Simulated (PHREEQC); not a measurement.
Brine: speciation

Dissolve 0.23 mol/kgw Na2SO4 and 0.096 mol/kgw NaHCO3 at 65 °C. Closed to the air; pH follows from the charge balance.

Computed with PHREEQC (Pitzer model, pitzer.dat).

Precipitation was switched off in this run.

**Question.** Predict the pH.

**Answer.** pH 7.73.

**Question.** In which forms is C present?

**Answer.** HCO3- 97 %, CO2 1.7 %, CO3-2 1.7 % of the C.

Constants without temperature data keep their 25 °C values here.
